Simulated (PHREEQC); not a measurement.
## Polishing slurry liquid

A solution holds 0.11 mol K2CO3, 0.037 mol KNO3 and 0.00013 mol KH2PO4 per kg of water, at 25 °C. Closed to the air; pH follows from the charge balance.

Model: ion-association model, wateq4f.dat, run in PHREEQC.

pH: 11.36
ionic strength: 0.364 mol/kgw
activity of water: 0.993
total alkalinity: 220 meq/kg

| species | molality | activity | log γ |
|---|---|---|---|
| K+ | 0.257 | 0.171 | -0.176 |
| CO3-2 | 0.106 | 0.0271 | -0.594 |
| NO3- | 0.0370 | 0.0237 | -0.193 |
| HCO3- | 0.00359 | 0.00255 | -0.149 |
| OH- | 0.00342 | 0.00225 | -0.182 |
| HPO4-2 | 7.57e-5 | 1.82e-5 | -0.618 |
| PO4-3 | 4.57e-5 | 1.86e-6 | -1.391 |
| KHPO4- | 8.58e-6 | 6.09e-6 | -0.149 |
| CO2 | 2.35e-8 | 2.55e-8 | 0.036 |
| H2PO4- | 1.83e-9 | 1.30e-9 | -0.149 |

This is a speciation only: nothing precipitates in the calculation. H3PO4, which wateq4f.dat lacks, is added to it with the constant of phreeqc.dat.
